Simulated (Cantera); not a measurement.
Input (Python, Cantera) and output of one run.

```python
import numpy as np
import cantera as ct

gas_names = """
    C CH CH2 CH3 CH2OH CH3O CH4 CH3OH CO CO2 COOH C2 C2H CHCO,ketyl C2H2,acetylene C2H2,vinylidene
    CH2CO,ketene C2H3,vinyl CH3CO,acetyl C2H4 C2H4O,ethylen CH3CHO,ethanal CH3COOH (HCOOH)2 C2H5 C2H6
    CH3OCH3 C2H5OH C2O C3 C3H3,propargyl C3H4,allene C3H4,propyne C3H4,cyclo- C3H5,allyl C3H6,propylene
    C3H6,cyclo- C3H6O C3H7,n-propyl C3H7,i-propyl C3H8 C3H8O,1propanol C3H8O,2propanol C3O2 C4 C4H2
    C4H4,1,3-cyclo- C4H6,butadiene C4H6,2-butyne C4H6,cyclo- C4H8,1-butene C4H8,cis2-buten
    C4H8,tr2-butene C4H8,isobutene C4H8,cyclo- (CH3COOH)2 C4H9,n-butyl C4H9,i-butyl C4H9,s-butyl
    C4H9,t-butyl C4H10,isobutane C4H10,n-butane C5 C5H6,1,3cyclo- C5H8,cyclo- C5H10,1-pentene
    C5H10,cyclo- C5H11,pentyl C5H11,t-pentyl C5H12,n-pentane C5H12,i-pentane CH3C(CH3)2CH3 C6H2
    C6H5,phenyl C6H5O,phenoxy C6H6 C6H5OH,phenol C6H10,cyclo- C6H12,1-hexene C6H12,cyclo- C6H13,n-hexyl
    C7H7,benzyl C7H8 C7H8O,cresol C7H14,1-heptene C7H15,n-heptyl C7H16,n-heptane C8H8,styrene
    C8H10,ethylbenz C8H16,1-octene C8H17,n-octyl C8H18,isooctane C8H18,n-octane C9H19,n-nonyl
    C10H8,naphthale C10H21,n-decyl C12H9,o-bipheny C12H10,bipheny Fe FeC5O5 FeO Fe(OH)2 H HCO HO2 H2
    HCHO,formaldehy HCOOH H2O H2O2 O OH O2 O3
""".split()
cond_names = """
    C(gr) C6H6(L) C7H8(L) C8H18(L),n-octa Fe(a) Fe(c) Fe(d) Fe(L) FeC5O5(L) FeO(s) FeO(L) Fe(OH)2(s)
    Fe(OH)3(s) Fe2O3(s) Fe3O4(s) H2O(s) H2O(L)
""".split()


def load(file, names, dense=False):
    # The tables refer to 1 bar. Condensed volumes are neglected.
    table = {s.name: s for s in ct.Species.list_from_file(file)}
    out = []
    for n in names:
        d = dict(table[n].input_data)
        d["thermo"] = dict(d["thermo"], **{"reference-pressure": 1e5})
        if dense:
            d["equation-of-state"] = {"model": "constant-volume", "density": "1e6 g/cm^3"}
        out.append(ct.Species.from_dict(d))
    return out


gas = ct.Solution(thermo="ideal-gas", species=load("nasa_gas.yaml", gas_names))
cond = {s.name: ct.Solution(thermo="fixed-stoichiometry", species=[s], name=s.name)
        for s in load("nasa_condensed.yaml", cond_names, dense=True)}
atoms = {
    'Fe(CO)5': {'Fe': 1, 'C': 5, 'O': 5},
    'CO': {'C': 1, 'O': 1},
    'H2': {'H': 2},
}
top_T = {'C(gr)': 4500, 'Fe2O3(s)': 1830, 'Fe3O4(s)': 1870}  # K; cautious upper limits of use, not melting points


def equilibrate(T, P, feed):
    n = {}
    for name, mol in feed.items():
        for a, k in atoms[name].items():
            n[a] = n.get(a, 0.0) + k * mol
    gas.TPX = T, P, n
    mass = sum(n.values()) * gas.mean_molecular_weight
    gas.equilibrate("TP")
    valid = [c for c in cond.values() if c.min_temp <= T <= top_T.get(c.name, c.max_temp)]
    mix = ct.Mixture([(gas, mass / gas.mean_molecular_weight)] + [(c, 0.0) for c in valid])
    mix.T, mix.P = T, P
    mix.equilibrate("TP", solver="vcs", rtol=1e-11, max_steps=5000)
    return mix


results = []
feed = {'Fe(CO)5': 1, 'CO': 0.87, 'H2': 1.7}  # mol
T = 1100  # K
P = 13332.2  # Pa
mix = equilibrate(T, P, feed)
results.append((T, P, feed, dict(zip(mix.species_names, mix.species_moles))))
print(gas.report(threshold=1e-06))
for i in range(1, mix.n_phases):
    print(f"{mix.phase(i).name:16s} {mix.phase_moles(i):12.5e} mol")
```

Result:

```
       temperature   1100 K
          pressure   13332 Pa
           density   0.032466 kg/m^3
  mean mol. weight   22.272 kg/kmol
   phase of matter   gas

                          1 kg             1 kmol
                     ---------------   ---------------
          enthalpy       -2.8344e+06       -6.3127e+07  J
   internal energy        -3.245e+06       -7.2273e+07  J
           entropy             10967        2.4425e+05  J/K
    Gibbs function       -1.4898e+07       -3.3181e+08  J
 heat capacity c_p            1488.1             33143  J/K
 heat capacity c_v            1114.8             24829  J/K

                      mass frac. Y      mole frac. X     chem. pot. / RT
                     ---------------   ---------------   ---------------
               CH4        0.00017314        0.00024036            -44.18
                CO           0.96422           0.76669           -40.221
               CO2          0.013668         0.0069169           -78.779
                H2          0.020286           0.22411           -21.258
               H2O         0.0016576         0.0020492           -59.817
     [ +109 minor]        3.0131e-08        5.5663e-08

C(gr)             6.54518e-02 mol
Fe(a)             1.00000e+00 mol
FeC5O5(L)         0.00000e+00 mol
FeO(s)            0.00000e+00 mol
Fe(OH)2(s)        0.00000e+00 mol
Fe(OH)3(s)        0.00000e+00 mol
Fe2O3(s)          0.00000e+00 mol
Fe3O4(s)          0.00000e+00 mol
```

Cantera equilibrium calculation (NASA polynomials, part measured and part estimated; ideal gas, pure solids and liquids). Condensed phases not in the tables: cementite and carbon dissolved in iron.
